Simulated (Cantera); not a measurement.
Standard-state values (1 bar) from the NASA 1993 polynomials, evaluated with Cantera. Values are per mole of reaction as written; species without (g) are pure solids or liquids, kept so even where they would boil at 1 bar.

Question: Between 450 and 750 K, where is each reaction favourable under standard conditions?
- 4 OH(g) + N2(g) + 2 SrO ⇌ 2 Sr(OH)2 + 2 NO(g)

Answer: 
- 4 OH(g) + N2(g) + 2 SrO ⇌ 2 Sr(OH)2 + 2 NO(g): ΔG° is -538 kJ at 450 K and -412 kJ at 750 K; it stays negative (K > 1). ΔH° is -719 kJ and ΔS° -409 J/K at 750 K.
